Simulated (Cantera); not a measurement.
Input (Python, Cantera) and output of one run.

```python
import numpy as np
import cantera as ct

gas_names = """
    F F2 N NF NF2 NF3 N2 Si SiF SiF2 SiF3 SiF4 SiN Si2 Si2N Si3
""".split()
cond_names = """
    Si(cr) Si(L) Si3N4(a)
""".split()


# ... load() reads the species with a 1 bar reference pressure and builds the phases ...
atoms = {
    'Si': {'Si': 1},
    'NF3': {'N': 1, 'F': 3},
    'N2': {'N': 2},
}
top_T = {'Si3N4(a)': 2400}  # K; cautious upper limits of use, not melting points


# ... equilibrate(T, P, feed) seeds the gas with the atoms and calls Mixture.equilibrate('TP', solver="vcs", rtol=1e-11, max_steps=5000) ...
results = []
feed = {'Si': 1, 'NF3': 2.2, 'N2': 0.52}  # mol
T = 1023.15  # K
P = 6.8  # Pa
mix = equilibrate(T, P, feed)
results.append((T, P, feed, dict(zip(mix.species_names, mix.species_moles))))
x = sorted(zip(gas.X, gas.species_names), reverse=True)
print(f"T = {T:g} K  P = {P:g} Pa  gas = {mix.phase_moles(0):.4g} mol")
print("   x: " + "  ".join(f"{s} {v:.3e}" for v, s in x if v > 1e-06))
print("   condensed (mol): " + ("  ".join(f"{mix.phase(i).name} {mix.phase_moles(i):.4g}"
      for i in range(1, mix.n_phases) if mix.phase_moles(i) > 1e-12) or "none"))
```

Result:

```
T = 1023.15 K  P = 6.8 Pa  gas = 5.214 mol
   x: F 4.964e-01  N2 3.107e-01  SiF4 1.918e-01  F2 1.111e-03
   condensed (mol): none
```

These are equilibrium values from Cantera (NASA tables, ideal gas, pure condensed phases), not measurements of a reactor.
